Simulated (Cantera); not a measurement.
Catalytic combustion on Pt

An isothermal plug-flow reactor at 1000 K and 5.00 bar (inlet), inlet velocity 0.54 m/s, active area per volume 280 1/m; feed 1.35 % CO, 16.6 % O₂, 82.0 % N₂, equivalence ratio 0.041.

Cantera simulation using Deutschmann's 1995 Pt surface mechanism with GRI-Mech 3.0 gas chemistry; the numbers are that mechanism's predictions, not measurements. Catalytic surfaces can have several steady states; this one follows from the mechanism file's or the stated starting coverage. Mass transfer to the wall is taken as infinitely fast.

| z (m) | x CO | x O₂ | x H₂O | x CO₂ | θ free Pt | θ O* |
|---|---|---|---|---|---|---|
| 0.00051 | 0.00172 | 0.161 | <1e-12 | 0.0119 | 0.116 | 0.884 |
| 0.00098 | 0.000599 | 0.161 | <1e-12 | 0.0130 | 0.110 | 0.890 |
| 0.0019 | 8.60e-5 | 0.161 | <1e-12 | 0.0135 | 0.108 | 0.892 |
| 0.0037 | 2.07e-6 | 0.160 | <1e-12 | 0.0136 | 0.108 | 0.892 |
| 0.0071 | 1.83e-9 | 0.160 | <1e-12 | 0.0136 | 0.108 | 0.892 |
| 0.014 | <1e-12 | 0.160 | <1e-12 | 0.0136 | 0.108 | 0.892 |
| 0.026 | <1e-12 | 0.160 | <1e-12 | 0.0136 | 0.108 | 0.892 |
| 0.051 | <1e-12 | 0.160 | <1e-12 | 0.0136 | 0.108 | 0.892 |
x: gas mole fraction; θ: surface coverage.
